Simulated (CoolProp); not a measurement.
Vapour-liquid equilibrium of hydrogen sulfide (1) + isobutane (2) at 277.1 K; x and y are mole fractions of (1).

Computed with CoolProp (multi-fluid Helmholtz-energy mixture model, Lemmon 2006 and Bücker 2006; pair parameters Kunz 2012).

| x | bubble pressure (bar) | y at the bubble point | dew pressure at overall composition x (bar) | liquid density (mol/L) |
|---|---|---|---|---|
| 0.05 | 2.583 | 0.320 | 1.892 | 10.24 |
| 0.15 | 4.131 | 0.603 | 2.101 | 10.95 |
| 0.25 | 5.530 | 0.725 | 2.360 | 11.73 |
| 0.35 | 6.710 | 0.791 | 2.690 | 12.62 |
| 0.45 | 7.677 | 0.833 | 3.123 | 13.63 |
| 0.55 | 8.477 | 0.864 | 3.719 | 14.80 |
| 0.65 | 9.176 | 0.890 | 4.586 | 16.18 |
| 0.75 | 9.834 | 0.915 | 5.937 | 17.87 |
| 0.85 | 10.50 | 0.944 | 8.116 | 19.95 |
| 0.95 | 11.21 | 0.979 | 10.64 | 22.59 |

No azeotrope shows between x = 0.05 and 0.95.

The pair parameters rest on a limited set of measurements; away from them the model extrapolates.
